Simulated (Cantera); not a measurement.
A perfectly stirred reactor is fed with CH₄ : N₂ = 1 : 31 (molar parts), at 100000 Pa; it is held at 1848 K, and followed from long to short residence time.

Computed with Cantera and GRI-Mech 3.0 (53 species, 325 reactions). GRI-Mech 3.0 stops at C3 and has no aromatics, soot or wall deposition, so with more carbon than oxygen in the feed, carbon stays in small species such as C2H2 where larger ones or solid carbon would form.

x: mole fraction; the columns are a selection and need not sum to one.

```csv
τ (s),x CH₄,x C₂H,x C₂H₆,x HCN,x H₂,x CH₃
4.5,0.000443,3.92e-7,3.34e-8,0.000301,0.0447,2.21e-5
1.1,0.000898,3.85e-7,1.35e-7,0.000140,0.0440,4.43e-5
0.27,?,3.69e-7,?,?,0.0426,?
0.067,?,?,?,?,0.0399,?
0.017,0.00712,2.87e-7,7.49e-6,1.00e-5,0.0346,0.000322
0.0041,0.0132,2.06e-7,2.43e-5,3.04e-6,0.0252,0.000570
0.0010,0.0213,9.67e-8,5.57e-5,5.72e-7,0.0125,0.000844
0.00024,0.0289,1.04e-8,4.35e-5,2.39e-8,0.00217,0.000743
```

Task: Some entries are withheld; supply them.

Result: 
- 0.27, x CH₄: 0.00182
- 0.27, x C₂H₆: 5.40e-7
- 0.27, x HCN: 6.15e-5
- 0.27, x CH₃: 8.84e-5
- 0.067, x CH₄: 0.00366
- 0.067, x C₂H: 3.39e-7
- 0.067, x C₂H₆: 2.09e-6
- 0.067, x HCN: 2.57e-5
- 0.067, x CH₃: 0.000173
